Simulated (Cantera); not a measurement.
A perfectly stirred reactor is fed with 33.3 % H2, 18.5 % O2, 48.1 % N2, at 100.0 Torr; it is held at 1325 K, and followed from long to short residence time.

Model: the H2/O2 subset of GRI-Mech 3.0, which has no nitrogen chemistry, integrated in Cantera. The temperature is held fixed by assumption; the heat of reaction is taken as removed at once.

### Question
Predict: x(H2) at τ = 3.00 s; x(O2) at τ = 3.00 s; x(OH) at τ = 3.00 s; x(H) at τ = 3.00 s; x(H2O) at τ = 3.00 s; x(H2) at τ = 59.0 ms; x(O2) at τ = 59.0 ms; x(OH) at τ = 59.0 ms; x(H) at τ = 59.0 ms; x(H2O) at τ = 59.0 ms.

### Answer
| Item | Value |
|---|---|
| x(H2) at τ = 3.00 s | 0.000777 |
| x(O2) at τ = 3.00 s | 0.0224 |
| x(OH) at τ = 3.00 s | 0.000675 |
| x(H) at τ = 3.00 s | 8.40e-5 |
| x(H2O) at τ = 3.00 s | 0.399 |
| x(H2) at τ = 59.0 ms | 0.00863 |
| x(O2) at τ = 59.0 ms | 0.0261 |
| x(OH) at τ = 59.0 ms | 0.00246 |
| x(H) at τ = 59.0 ms | 0.00348 |
| x(H2O) at τ = 59.0 ms | 0.385 |
